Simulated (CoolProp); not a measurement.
Values from CoolProp's reference Helmholtz-energy equation of state, Schroeder 2014.

### Question
For ethanol, give the phase and the speed of sound (m/s), viscosity (µPa s), Prandtl number at 588.6 K and 1610 kPa; 297.7 K and 7090 kPa; 341.8 K and 24.7 kPa.

### Answer
- 588.6 K and 1610 kPa: gas; speed of sound 329, viscosity 17.5, Prandtl number 0.827
- 297.7 K and 7090 kPa: liquid; speed of sound 1190, viscosity 1140, Prandtl number 16.5
- 341.8 K and 24.7 kPa: gas; speed of sound 263, viscosity 10.1, Prandtl number 0.827

Viscosity comes from a separate model (Kiselev 2005). Thermal conductivity comes from a separate model (Assael 2013).
